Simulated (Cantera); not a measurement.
**Premixed flame**

A freely propagating, adiabatic, planar premixed flame of 44.2 % H₂, 11.1 % O₂, 41.6 % N₂, 3.18 % H₂O, equivalence ratio 2.0, unburnt at 673 K and 40000 Pa; mixture-averaged transport, grid criteria slope 0.08 and curve 0.16, no radiation.

Computed with Cantera and the H2/O2 subset of GRI-Mech 3.0, which has no nitrogen chemistry. Burning velocities carry a grid error of a few per cent, more on coarse grids.

```
z (mm)  T (K)  u (m/s)   x H₂      x O₂     x HO₂   x H₂O₂       x H       x O
------  -----  -------  -----  --------  --------  -------  --------  --------
-4.61     673     9.75  0.442     0.111     <1e-8    <1e-8     <1e-8     <1e-8
-3.07     673     9.75  0.442     0.111     <1e-8    <1e-8     <1e-8     <1e-8
-2.31     673     9.75  0.442     0.111   1.02e-8    <1e-8     <1e-8     <1e-8
-1.54     673     9.75  0.442     0.111   1.26e-6    <1e-8   6.09e-7     <1e-8
-0.768    686     9.91  0.440     0.110  0.000105  8.12e-7  0.000553   1.30e-5
-0.384    827     11.8  0.414     0.106   7.35e-5  1.33e-6    0.0109  0.000335
0        1192     16.6  0.294    0.0629   2.95e-5  8.21e-7    0.0688   0.00408
0.384    1441     19.8  0.197    0.0109   4.91e-6  5.81e-7     0.110   0.00382
0.768    1542     21.1  0.187   0.00247   1.05e-6  4.39e-7     0.108   0.00263
1.54     1649     22.4  0.194   0.00139   5.52e-7  3.23e-7    0.0945   0.00226
3.07     1770     23.8  0.204   0.00105   3.92e-7  1.99e-7    0.0777   0.00183
6.15     1896     25.3  0.214  0.000703   2.59e-7  1.07e-7    0.0600   0.00129
12.3     2013     26.6  0.223  0.000408   1.59e-7  5.51e-8    0.0437  0.000774
```
x: mole fraction of selected species; z is measured from the peak of heat release.

```yaml
laminar_burning_velocity: 975 cm/s
thermal_thickness: 1.54 mm
peak x(HO₂): 0.000106
peak x(H₂O₂): 1.50e-6
peak x(H): 0.111
peak x(O): 0.00494
```
